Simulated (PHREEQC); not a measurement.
Solution (60 °C): 0.0019 mol/kgw CuSO4, 0.0041 mol/kgw CuCl2, 0.15 mol/kgw H2SO4 and 0.00044 mol/kgw Na2SO4. Closed to the air; pH follows from the charge balance.

The numbers come from PHREEQC with the ion-association model, phreeqc.dat.

No solid was allowed to form.

What pH, density, specific conductance does the model give?

pH 0.90; density 0.993 g/cm³; specific conductance 98400 µS/cm.

In which forms is Cl present?

Cl- 98 %, CuCl+ 1.8 % of the Cl.

At this temperature some constants are extrapolated from 25 °C, and those without enthalpy data are left unchanged.
